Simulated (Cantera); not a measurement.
An adiabatic, constant-volume homogeneous reactor starts with 37.0 % CO, 1.74 % H2, 12.9 % O2, 48.4 % N2, equivalence ratio 1.5, at 1273 K and 2.20 bar.

Cantera simulation using GRI-Mech 3.0 (53 species, 325 reactions); the numbers are that mechanism's predictions, not measurements. The hydrogen kinetics of GRI-Mech 3.0 are dated; newer H2 mechanisms differ, most at raised pressure.

One state of this run: T (K) = 2978; P (bar) = 4.66; x CO = 0.203; x H2 = 0.00170; x O2 = 0.0207; x H = 0.00284; x H2O2 = 6.57e-8; x NO = 0.0120. x: mole fraction; the columns are a selection and need not sum to one.

**Question.** Which value of t (s) does it belong to?
(A) 2.00e-6
(B) 4.31e-5
(C) 9.28e-6
(D) 0.0928

**Answer.** D, 0.0928
